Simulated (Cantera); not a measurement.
# Thermodynamics of tantalum, niobium, vanadium and zirconium in process gases, feed Ta + O₂

Input: 1 mol Ta, 1.6 mol O₂, at 2848 K and 100000 Pa.

These are equilibrium values from Cantera (NASA tables, ideal gas, pure condensed phases), not measurements of a reactor. Candidate condensed phases: Ta, Ta₂O₅; 6 gas species. Rates play no part.

x(O₂): 0.936
x(O): 0.0633
x(TaO₂): 0.000230
n(Ta₂O₅(l)): 0.500 mol
gas amount: 0.3615 mol
log10 activity of Ta(s) (absent): -8.48
